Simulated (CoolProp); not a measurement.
The numbers come from the reference Helmholtz-energy equation of state, Lemmon 2006 in CoolProp. It is a short technical equation, of lower accuracy than the large ones.

Q: For CH3F (R41), give the phase and the cp (kJ/(kg K)), expansivity (1/kK) at 251.1 K and 74.7 bar.

A: 
- 251.1 K and 74.7 bar: liquid; cp 2.21, expansivity 3.31
